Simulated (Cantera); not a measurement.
Feed: 1 mol Cr2O3, 12 mol H2, 2.2 mol N2, equilibrated at 1600 °C and 75.0 Torr.

These are equilibrium values from Cantera (NASA tables, ideal gas, pure condensed phases), not measurements of a reactor. Candidate condensed phases: Cr, CrN, Cr2N, Cr2O3, H2O; 29 gas species. Mutual solubility and eutectic melting of coexisting phases are not modelled. Kinetics and transport are ignored.

Base state: H2 0.834, N2 0.154, H2O 0.00747, Cr 0.00248, H 0.00187, CrO 1.29e-5 (mole fractions); condensed: Cr(s) + Cr2O3(s).

Task: What changes in the equilibrium state with this change: pressure from 75.0 Torr to 750 Torr?

Result: 
```
species         before     after
-------------  -------  --------
H2               0.834     0.837
N2               0.154     0.155
H2O            0.00747   0.00749
Cr             0.00248  0.000248
H              0.00187  0.000591
CrO            1.29e-5   1.29e-6
Cr(s), mol      0.0355    0.0675
Cr2O3(s), mol    0.964     0.964
```

Task: What changes in the equilibrium state with this change: temperature from 1600 °C to 1752 °C?

Result: 
```csv
species,before,after
H2,0.834,0.814
N2,0.154,0.153
H2O,0.00747,0.0165
Cr,0.00248,0.0109
CrO,1.29e-5,0.000154
OH,1.30e-6,1.16e-5
H,0.00187,0.00549
"Cr(s), mol",0.0355,0
"Cr2O3(s), mol",0.964,0.920
```

Task: What changes in the equilibrium state with this change: temperature from 1600 °C to 1052 °C?

Result: 
```json
[
 {"species": "H2", "before": "0.834", "after": "0.845"},
 {"species": "N2", "before": "0.154", "after": "0.155"},
 {"species": "H2O", "before": "0.00747", "after": "0.000349"},
 {"species": "Cr", "before": "0.00248", "after": "6.81e-8"},
 {"species": "CrO", "before": "1.29e-5", "after": "<1e-9"},
 {"species": "H", "before": "0.00187", "after": "4.75e-6"},
 {"species": "Cr(s), mol", "before": "0.0355", "after": "0"},
 {"species": "Cr2O3(s), mol", "before": "0.964", "after": "0.998"},
 {"species": "Cr2N(s), mol", "before": "0", "after": "0.00165"}
]
```
